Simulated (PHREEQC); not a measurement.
Make-up at 25 °C: 0.125 mol/kgw NH4BF4. Closed to the air; pH follows from the charge balance.

Computed with PHREEQC (ion-association model, phreeqc.dat).

This is a speciation only: nothing precipitates in the calculation.

### Question
What pH does the model give?

### Answer
pH 2.69.

### Question
In which forms is B present?

### Answer
BF4- 94 %, BF3OH- 4.3 %, H3BO3 0.9 %, BF2(OH)2- 0.7 % of the B.

Complexes and solids missing from the database can't appear. Real BF4- forms and hydrolyses slowly; the run takes it at equilibrium.
